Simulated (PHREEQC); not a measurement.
1 kg of water holding 69 mmol/kgw NaCl and 70 mmol/kgw NaOH is evaporated at 60 °C; the solids stay in contact with the brine. No CO2 enters from the air. The run lets Halite precipitate or redissolve, and no other solid.

Base run: PHREEQC, Pitzer model, pitzer.dat. Each further column changes one thing. The table gives water activity.

```tsv
H2O removed (mol)	base	temperature from 60 to 25 °C	temperature from 60 to 5 °C
0	0.995	0.995	0.995
24.69	0.992	0.992	0.992
38.4	0.985	0.985	0.985
46.01	0.973	0.973	0.974
50.23	0.951	0.951	?
51.94	0.926	?	?
53.53	0.860	?	0.860
54.41	0.737	0.717	?
54.9	0.602	0.583	?
55.17	0.447	0.347	?
```

Question: Fill in the missing entries.

Answer: 
- 50.23, temperature from 60 to 5 °C: 0.952
- 51.94, temperature from 60 to 25 °C: 0.927
- 51.94, temperature from 60 to 5 °C: 0.928
- 53.53, temperature from 60 to 25 °C: 0.859
- 54.41, temperature from 60 to 5 °C: 0.708
- 54.9, temperature from 60 to 5 °C: 0.575
- 55.17, temperature from 60 to 5 °C: 0.310

Constants without temperature data keep their 25 °C values here.
